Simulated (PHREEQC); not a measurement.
**Metal-bearing waste water**

Consider water at 25 °C with 0.23 mol/kgw Pb(NO3)2, 4e-05 mol/kgw CaCl2 and 3e-05 mol/kgw H2SO4. It is in equilibrium with CO2 at log p = -3.4 (atm). Otherwise closed; pH follows from the charge balance.

All values are PHREEQC results (ion-association model, phreeqc.dat), not measurements.

Each row changes one thing in this solution. This is a speciation only: nothing precipitates in the calculation.

| case | pH | ionic strength (mol/kgw) | NO3- (mol/kgw) | PbNO3+ (mol/kgw) | Pb+2 (mol/kgw) | Pb2OH+3 (mol/kgw) | SI of Anglesite (PbSO4) | SI of Pb(OH)2 (Pb(OH)2) |
|---|---|---|---|---|---|---|---|---|
| as made | 3.99 | 0.439 | 0.334 | 0.126 | 0.104 | 6.29e-5 | +0.44 | -1.70 |
| CaCl2 from 4e-05 to 4.4e-05 mol/kgw | 3.99 | 0.439 | 0.334 | 0.126 | 0.104 | 6.29e-5 | +0.44 | -1.70 |
| 0.006 mol/kgw NaCl added | ? | 0.442 | ? | 0.124 | 0.102 | 6.16e-5 | +0.44 | -1.70 |
| diluted 10-fold with water | ? | 0.0596 | ? | 0.00472 | 0.0182 | 8.25e-6 | ? | -0.93 |

Task: What belongs in the gaps?

Result: 
- 0.006 mol/kgw NaCl added, pH: 4.00
- 0.006 mol/kgw NaCl added, NO3- (mol/kgw): 0.336
- diluted 10-fold with water, pH: 4.66
- diluted 10-fold with water, NO3- (mol/kgw): 0.0413
- diluted 10-fold with water, SI of Anglesite (PbSO4): -0.66

Some of these states are supersaturated (in Anglesite, for instance).
